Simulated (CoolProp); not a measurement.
The numbers come from the reference Helmholtz-energy equation of state, Wagner 2002 in CoolProp.

Task: For water, give the phase and the cp (kJ/(kg K)), cv (kJ/(kg K)), speed of sound (m/s) at 679.7 K and 0.163 MPa; 679.7 K and 0.615 MPa; 679.7 K and 8.77 MPa.

Result: 
- 679.7 K and 0.163 MPa: gas; cp 2.08, cv 1.61, speed of sound 635
- 679.7 K and 0.615 MPa: gas; cp 2.11, cv 1.62, speed of sound 633
- 679.7 K and 8.77 MPa: gas; cp 2.86, cv 1.93, speed of sound 594
